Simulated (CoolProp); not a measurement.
n-hexane at 293.15 K and 0.381 MPa flows at 4.7 m/s in a round tube of 2 mm bore and 45 µm roughness, fully developed (64/Re and Nu = 3.66 if laminar; Colebrook and Gnielinski if turbulent). Each further row changes one setting.

Model: reference Helmholtz-energy equation of state, Thol 2019, in CoolProp.

```tsv
case	Reynolds number	Darcy friction factor	pressure drop (Pa/m)	heat-transfer coefficient (W/(m² K))	mass flow (kg/h)
as stated	19700	0.0527	?	?	35.1
velocity 9.4 m/s	39500	0.0518	755000	?	70.1
diameter 4 mm	39500	?	74400	11500	?
```

**Question.** What belongs in the gaps?

**Answer.** 
- as stated, pressure drop (Pa/m): 192000
- as stated, heat-transfer coefficient (W/(m² K)): 13200
- velocity 9.4 m/s, heat-transfer coefficient (W/(m² K)): 26900
- diameter 4 mm, Darcy friction factor: 0.0408
- diameter 4 mm, mass flow (kg/h): 140

Viscosity comes from a separate model (Michailidou 2013). Thermal conductivity comes from a separate model (Assael 2013).
